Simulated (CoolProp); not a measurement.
Saturation properties of R1336mzz(Z) (Tc = 444.5 K, pc = 2.904 MPa, ω = 0.386).

The numbers come from the reference Helmholtz-energy equation of state, McLinden 2020 in CoolProp.

| T (K) | p (MPa) | enthalpy of vaporisation (kJ/kg) | liquid cp (kJ/(kg K)) | vapour Z |
|---|---|---|---|---|
| 348.3 | 0.3775 | 142.9 | 1.333 | 0.8717 |
| 355.2 | 0.4536 | 138.8 | 1.352 | 0.8546 |
| 362.1 | 0.5409 | 134.5 | 1.372 | 0.8359 |
| 369 | 0.6403 | 129.9 | 1.394 | 0.8157 |
| 375.8 | 0.7512 | 125.2 | 1.419 | 0.7940 |
| 382.7 | 0.8780 | 120.1 | 1.447 | 0.7701 |
| 389.6 | 1.020 | 114.6 | 1.481 | 0.7442 |
| 396.5 | 1.180 | 108.6 | 1.521 | 0.7159 |

It boils at 306.6 K under 1 atm.
